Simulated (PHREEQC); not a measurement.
A made-up water analysis in mg/L, 5 °C, pH 7.17, pe 10.3:

```csv
constituent,mg/L
Na,27
K,11.9
Ca,47.5
Mg,13.2
Cl,71.7
S(6) as SO4,4.55
Alkalinity as HCO3,167
Br,1.75
```

Cl is adjusted to close the charge balance.
Valence states are taken as typed.

Equilibrium calculation in PHREEQC: ion-association model, phreeqc.dat.

Q: The ionic strength comes out as 0.00663 mol/kgw. What activity coefficients do Cl-, SO4-2, CaHCO3+, K+, Na+ get?

A: Cl- 0.92, SO4-2 0.72, CaHCO3+ 0.92, K+ 0.92, Na+ 0.92.

Precipitation was switched off in this run. Complexes and solids missing from the database can't appear. At this temperature some constants are extrapolated from 25 °C, and those without enthalpy data are left unchanged.
